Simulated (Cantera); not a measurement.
What does this Cantera script print?

```python
import numpy as np
import cantera as ct

gas = ct.Solution("gri30.yaml")
gas.TPX = 725, 31000, {'CH4': 1, 'O2': 4.26, 'N2': 25.5}
inlet = ct.Reservoir(gas, clone=True)
gas.equilibrate("HP")  # start burning
reactor = ct.IdealGasConstPressureReactor(gas, energy="on", clone=False)
exhaust = ct.Reservoir(gas, clone=True)
tau = [0.061, 0.021, 0.007, 0.0024, 0.00081, 0.00028, 9.4e-05, 3.2e-05, 1.1e-05, 3.7e-06][0]
for a, b in ((inlet, reactor), (reactor, exhaust)):
    ct.MassFlowController(a, b, mdot=lambda t: reactor.mass / tau)
net = ct.ReactorNet([reactor])
show = ['CH4', 'O2', 'CH2O', 'H2O', 'CO', 'NO', 'C2H6']

rows = []
print(f"{'tau/s':>10s}{'T/K':>9s}" + "".join(f"{s:>11s}" for s in show))
for tau in [0.061, 0.021, 0.007, 0.0024, 0.00081, 0.00028, 9.4e-05, 3.2e-05, 1.1e-05, 3.7e-06]:
    net.initial_time = 0.0
    net.advance(30 * tau)
    before = gas.X
    net.advance(40 * tau)
    drift = np.max(np.abs(gas.X - before) / (gas.X + 1e-9))
    rows.append([gas.T, *gas[show].X, drift])
    print(f"{tau:10.3e}{gas.T:9.1f}" + "".join(f"{x:11.3e}" for x in gas[show].X))
```

Output:

```
     tau/s      T/K        CH4         O2       CH2O        H2O         CO         NO       C2H6
 6.100e-02   1460.3  4.221e-05  7.359e-02  3.784e-06  6.415e-02  8.242e-04  1.236e-06  1.030e-09
 2.100e-02   1445.7  8.358e-05  7.394e-02  7.521e-06  6.357e-02  1.697e-03  1.208e-06  2.199e-09
 7.000e-03   1417.6  1.824e-04  7.491e-02  1.560e-05  6.257e-02  3.582e-03  1.212e-06  6.266e-09
 2.400e-03   1366.5  4.865e-04  7.760e-02  3.654e-05  6.082e-02  7.587e-03  8.656e-07  3.585e-08
 8.100e-04    725.0  3.251e-02  1.385e-01  1.193e-17 -2.843e-16 -7.221e-17 -2.210e-21 -1.782e-18
 2.800e-04    725.0  3.251e-02  1.385e-01  1.824e-18  1.922e-18  4.569e-20  1.398e-24  1.128e-21
 9.400e-05    725.0  3.251e-02  1.385e-01  2.489e-19  2.239e-19  7.621e-22  2.332e-26  1.894e-23
 3.200e-05    725.0  3.251e-02  1.385e-01  2.396e-20  1.670e-20  1.724e-25  5.272e-30  5.705e-27
 1.100e-05    725.0  3.251e-02  1.385e-01  2.840e-21  1.267e-21  1.392e-28  4.197e-33  9.913e-29
 3.700e-06    725.0  3.251e-02  1.385e-01  3.212e-22  6.907e-23  1.945e-31  3.673e-36  8.756e-30
```

Model: GRI-Mech 3.0 (53 species, 325 reactions), integrated in Cantera.
